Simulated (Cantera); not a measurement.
Mixture: 3.26 % CH₄, 0.317 % CO, 16.3 % O₂, 80.0 % N₂, 0.111 % H₂O, equivalence ratio 0.41, at 2.40 bar, adiabatic and at constant volume. Ignition delay is the time to a rise of 400 K.

Detailed kinetics in Cantera: GRI-Mech 3.0 (53 species, 325 reactions).

Question: Predict: delay at 1200 K; delay at 1300 K; delay at 1400 K; delay at 1500 K; apparent activation energy between 1450 and 1550 K.

Answer: 
```
Item                                                     Value
--------------------------------------------------  ----------
delay at 1200 K                                        16.7 ms
delay at 1300 K                                        4.52 ms
delay at 1400 K                                        1.42 ms
delay at 1500 K                                       0.516 ms
apparent activation energy between 1450 and 1550 K  170 kJ/mol
```
